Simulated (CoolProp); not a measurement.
A single-stage vapour-compression cycle with nitrous oxide: evaporating at 254.15 K (dew point), condensing at 281.15 K (bubble point), superheat 0 K, subcooling 0 K, compressor efficiency 0.75, no pressure losses. Each further row changes one setting.

Computed with CoolProp (reference Helmholtz-energy equation of state, Lemmon 2006). It is a short technical equation, of lower accuracy than the large ones.

```csv
case,cooling COP,pressure ratio,discharge temperature (K),refrigerating effect (kJ/kg),volumetric capacity (kJ/m³)
as stated,5.46,2.06,310.8,217,10400
evaporating temperature 259.15 K,6.99,1.78,304.3,217,12200
condensing temperature 276.15 K,7.02,1.82,300.4,228,11000
subcooling 5 K,5.76,2.06,310.8,229,11000
superheat 10 K,5.35,2.06,323.4,229,10200
compressor efficiency 0.65,4.73,2.06,315.6,217,10400
```
